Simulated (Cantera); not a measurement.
Charge: 1 mol c-C₄F₈, 0.71 mol CH₄, 5.3 mol H₂, 1.5 mol F₂, at 2800 K and 13.3 mbar.

Method: chemical equilibrium by Gibbs-energy minimisation in Cantera with the NASA 1993 tables (ideal gas, pure condensed phases). Candidate condensed phases: C, C₆H₆, C₇H₈, C₈H₁₈; 95 gas species. The feed counts by its element totals alone. Rates play no part.

Base state: HF 0.818, H 0.129, H₂ 0.0334, F 0.0133, C₃ 0.00237, C₂H₂ (acetylene) 0.00111, CF 0.000985, C₂H 0.000545 (mole fractions); condensed: C(graphite).

What changes in the equilibrium state with this change: pressure from 13.3 mbar to 0.100 bar?


| species | before | after |
|---|---|---|
| HF | 0.818 | 0.864 |
| H | 0.129 | 0.0652 |
| H₂ | 0.0334 | 0.0635 |
| F | 0.0133 | 0.00373 |
| C | 0.000494 | 6.59e-5 |
| C₂ | 0.000231 | 3.08e-5 |
| C₅ | 2.26e-5 | 3.02e-6 |
| C₃ | 0.00237 | 0.000316 |
| CF | 0.000985 | 0.000276 |
| C(graphite), mol | 4.54 | 4.63 |

What changes in the equilibrium state with this change: pressure from 13.3 mbar to 2.50 mbar?


```json
[
 {"species": "HF", "before": "0.818", "after": "0.732"},
 {"species": "H", "before": "0.129", "after": "0.190"},
 {"species": "F", "before": "0.0133", "after": "0.0432"},
 {"species": "C₃", "before": "0.00237", "after": "0.0126"},
 {"species": "H₂", "before": "0.0334", "after": "0.0135"},
 {"species": "C₅", "before": "2.26e-5", "after": "0.000121"},
 {"species": "C₂", "before": "0.000231", "after": "0.00123"},
 {"species": "C(graphite), mol", "before": "4.54", "after": "4.01"}
]
```
